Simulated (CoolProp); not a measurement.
Properties of carbon monoxide along the isobar 4.93 MPa (Tc = 132.9 K, pc = 3.498 MPa, ω = 0.050).

Values from CoolProp's reference Helmholtz-energy equation of state, Lemmon 2006. It is a short technical equation, of lower accuracy than the large ones.

```json
[
 {"T (K)": "100.2", "phase": "liquid", "speed of sound (m/s)": "735.2", "Joule-Thomson coefficient (K/MPa)": "-0.2141"},
 {"T (K)": "119.6", "phase": "liquid", "speed of sound (m/s)": "533.5", "Joule-Thomson coefficient (K/MPa)": "0.2011"},
 {"T (K)": "138.9", "phase": "supercritical", "speed of sound (m/s)": "240.3", "Joule-Thomson coefficient (K/MPa)": "3.227"},
 {"T (K)": "158.3", "phase": "supercritical", "speed of sound (m/s)": "234.5", "Joule-Thomson coefficient (K/MPa)": "6.354"},
 {"T (K)": "177.7", "phase": "supercritical", "speed of sound (m/s)": "261.0", "Joule-Thomson coefficient (K/MPa)": "5.370"},
 {"T (K)": "197", "phase": "supercritical", "speed of sound (m/s)": "282.2", "Joule-Thomson coefficient (K/MPa)": "4.511"},
 {"T (K)": "216.4", "phase": "supercritical", "speed of sound (m/s)": "300.5", "Joule-Thomson coefficient (K/MPa)": "3.823"},
 {"T (K)": "235.8", "phase": "supercritical", "speed of sound (m/s)": "316.9", "Joule-Thomson coefficient (K/MPa)": "3.271"},
 {"T (K)": "255.2", "phase": "supercritical", "speed of sound (m/s)": "331.9", "Joule-Thomson coefficient (K/MPa)": "2.819"},
 {"T (K)": "274.5", "phase": "supercritical", "speed of sound (m/s)": "345.8", "Joule-Thomson coefficient (K/MPa)": "2.444"}
]
```
